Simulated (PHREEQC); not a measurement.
Dissolve 0.054 mol/kgw KOH, 0.00039 mol/kgw H4SiO4 and 0.057 mol/kgw KH2PO4 at 25 °C. Closed to the air; pH follows from the charge balance.

All values are PHREEQC results (ion-association model, phreeqc.dat), not measurements.

No solid was allowed to form.

Task: What pH, ionic strength does the model give?

Result: pH 8.06; ionic strength 0.158 mol/kgw.

Task: In which forms is Si present?

Result: H4SiO4 98 %, H3SiO4- 2.3 % of the Si.

The solution is supersaturated, for example in Quartz (slow to form), Chalcedony (slow to form), so a real one may precipitate; this is no full list.
